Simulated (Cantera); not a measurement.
A closed system holds: 1 mol Si2Cl6, 23 mol NH3, 1.2 mol N2, at 100000 Pa.

Method: chemical equilibrium by Gibbs-energy minimisation in Cantera with the NASA 1993 tables (ideal gas, pure condensed phases). Candidate condensed phases: NH4Cl, Si, Si3N4; 28 gas species. The feed counts by its element totals alone. Gases not in the tables: Si2H6 and higher silanes. Rates play no part.

Problem. Which condensed phases are stable at each of these points (T (K)): 873, 1023, 1173, 1323, 1473, 1623, 1773, 1923, 2073?

Solution. 
```csv
T (K),condensed phases,Si condensed (%)
873,Si3N4(s),98.2
1023,Si3N4(s),99.0
1173,Si3N4(s),99.3
1323,Si3N4(s),99.4
1473,Si3N4(s),98.9
1623,Si3N4(s),96.2
1773,Si3N4(s),86.3
1923,Si3N4(s),65.3
2073,Si(l),46.7
```

From 873 K to 1923 K the condensed part is Si3N4(s). At 2073 K the condensed part is Si(l).
